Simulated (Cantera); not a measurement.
Input: 1 mol SiHCl₃, 0.48 mol Cl₂, 11 mol H₂, held at 952 °C and 0.0420 bar.

Cantera equilibrium calculation (NASA polynomials, part measured and part estimated; ideal gas, pure solids and liquids). Candidate condensed phases: Si; 19 gas species. The tables' values for SiCl₃ are old estimates; treat these amounts as uncertain. Equilibrium is a limit: real reactors are often held back by kinetics, nucleation or transport.

Base state: H₂ 0.843, HCl 0.0860, SiCl₄ 0.0305, SiCl₂ 0.0214, SiHCl₃ 0.00934, SiCl₃ 0.00909, SiH₂Cl₂ 0.000382 (mole fractions); condensed: Si(s).

Question: What changes in the equilibrium state with this change: Cl₂ from 0.48 to 0.064 mol?

Answer: 
```
species      before    after
----------  -------  -------
H₂            0.843    0.865
HCl          0.0860   0.0801
SiCl₄        0.0305   0.0218
SiCl₂        0.0214   0.0181
SiCl₃       0.00909  0.00706
SiHCl₃      0.00934  0.00735
Si(s), mol   0.0874    0.309
```
